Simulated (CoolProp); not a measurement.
200 sccm (0 °C, 1 atm) of nitrogen bubbles through liquid dodecamethylpentasiloxane (MD3M) at 366.2 K and leaves saturated at a total pressure of 0.01 MPa (ideal gas phase). Each further row changes one setting.

Computed with CoolProp (reference Helmholtz-energy equation of state, Thol 2019).

```json
[
 {"case": "as stated", "vapour pressure (kPa)": "0.810", "mole fraction of vapour": "0.0810", "delivery (mg/min)": "303", "delivery (sccm)": "(withheld)", "change of delivery for a bath 1 K warmer (%)": "6.0"},
 {"case": "bath temperature 371.2 K", "vapour pressure (kPa)": "(withheld)", "mole fraction of vapour": "0.105", "delivery (mg/min)": "(withheld)", "delivery (sccm)": "23.6", "change of delivery for a bath 1 K warmer (%)": "6.0"},
 {"case": "total pressure 0.02 MPa", "vapour pressure (kPa)": "0.810", "mole fraction of vapour": "0.0405", "delivery (mg/min)": "145", "delivery (sccm)": "8.44", "change of delivery for a bath 1 K warmer (%)": "5.7"}
]
```

### Question
What belongs in the gaps?

### Answer

- as stated, delivery (sccm): 17.6
- bath temperature 371.2 K, vapour pressure (kPa): 1.05
- bath temperature 371.2 K, delivery (mg/min): 405
